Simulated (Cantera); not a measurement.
An adiabatic, constant-pressure homogeneous reactor starts with CO : H2 : CH4 : O2 : N2 = 1 : 0.16 : 0.15 : 0.463 : 1.74 (molar parts), equivalence ratio 1.9, at 1125 K and 37000 Pa. Integrator tolerance rtol = 1e-08.

Computed with Cantera and GRI-Mech 3.0 (53 species, 325 reactions).

Task: What does this change do: CH4 0.15 to 0.27 parts?

Result: 
```json
[
 {"quantity": "time of steepest temperature rise", "before": "3.32 ms", "after": "13.9 ms"},
 {"quantity": "temperature at 3.00 s", "before": "2544 K", "after": "2331 K"},
 {"quantity": "equilibrium temperature", "before": "2544 K", "after": "2331 K"},
 {"quantity": "x(CO) at 3.00 s", "before": "0.222 (gas-phase equilibrium 0.222)", "after": "0.274 (gas-phase equilibrium 0.274)"},
 {"quantity": "x(H2) at 3.00 s", "before": "0.0295 (gas-phase equilibrium 0.0295)", "after": "0.0772 (gas-phase equilibrium 0.0772)"},
 {"quantity": "x(CH4) at 3.00 s", "before": "<1e-12 (gas-phase equilibrium <1e-12)", "after": "1.09e-12 (gas-phase equilibrium 1.21e-12)"},
 {"quantity": "x(C2H6) at 3.00 s", "before": "<1e-12 (gas-phase equilibrium <1e-12)", "after": "<1e-12 (gas-phase equilibrium <1e-12)"},
 {"quantity": "x(C2H) at 3.00 s", "before": "<1e-12 (gas-phase equilibrium <1e-12)", "after": "<1e-12 (gas-phase equilibrium <1e-12)"},
 {"quantity": "x(CH3) at 3.00 s", "before": "<1e-12 (gas-phase equilibrium <1e-12)", "after": "1.38e-12 (gas-phase equilibrium 1.53e-12)"}
]
```

Task: What does this change do: initial temperature 1125 to 1275 K?

Result: 
```json
[
 {"quantity": "time of steepest temperature rise", "before": "3.32 ms", "after": "0.986 ms"},
 {"quantity": "temperature at 3.00 s", "before": "2544 K", "after": "2610 K"},
 {"quantity": "equilibrium temperature", "before": "2544 K", "after": "2610 K"},
 {"quantity": "x(CO) at 3.00 s", "before": "0.222 (gas-phase equilibrium 0.222)", "after": "0.225 (gas-phase equilibrium 0.225)"},
 {"quantity": "x(H2) at 3.00 s", "before": "0.0295 (gas-phase equilibrium 0.0295)", "after": "0.0293 (gas-phase equilibrium 0.0293)"},
 {"quantity": "x(CH4) at 3.00 s", "before": "<1e-12 (gas-phase equilibrium <1e-12)", "after": "<1e-12 (gas-phase equilibrium <1e-12)"},
 {"quantity": "x(C2H6) at 3.00 s", "before": "<1e-12 (gas-phase equilibrium <1e-12)", "after": "<1e-12 (gas-phase equilibrium <1e-12)"},
 {"quantity": "x(C2H) at 3.00 s", "before": "<1e-12 (gas-phase equilibrium <1e-12)", "after": "<1e-12 (gas-phase equilibrium <1e-12)"},
 {"quantity": "x(CH3) at 3.00 s", "before": "<1e-12 (gas-phase equilibrium <1e-12)", "after": "<1e-12 (gas-phase equilibrium <1e-12)"}
]
```

Task: What does this change do: CO 1 to 1.3 parts?

Result: 
```json
[
 {"quantity": "time of steepest temperature rise", "before": "3.32 ms", "after": "3.46 ms"},
 {"quantity": "temperature at 3.00 s", "before": "2544 K", "after": "2490 K"},
 {"quantity": "equilibrium temperature", "before": "2544 K", "after": "2490 K"},
 {"quantity": "x(CO) at 3.00 s", "before": "0.222 (gas-phase equilibrium 0.222)", "after": "0.277 (gas-phase equilibrium 0.277)"},
 {"quantity": "x(H2) at 3.00 s", "before": "0.0295 (gas-phase equilibrium 0.0295)", "after": "0.0330 (gas-phase equilibrium 0.0330)"},
 {"quantity": "x(CH4) at 3.00 s", "before": "<1e-12 (gas-phase equilibrium <1e-12)", "after": "<1e-12 (gas-phase equilibrium <1e-12)"},
 {"quantity": "x(C2H6) at 3.00 s", "before": "<1e-12 (gas-phase equilibrium <1e-12)", "after": "<1e-12 (gas-phase equilibrium <1e-12)"},
 {"quantity": "x(C2H) at 3.00 s", "before": "<1e-12 (gas-phase equilibrium <1e-12)", "after": "<1e-12 (gas-phase equilibrium <1e-12)"},
 {"quantity": "x(CH3) at 3.00 s", "before": "<1e-12 (gas-phase equilibrium <1e-12)", "after": "<1e-12 (gas-phase equilibrium <1e-12)"}
]
```
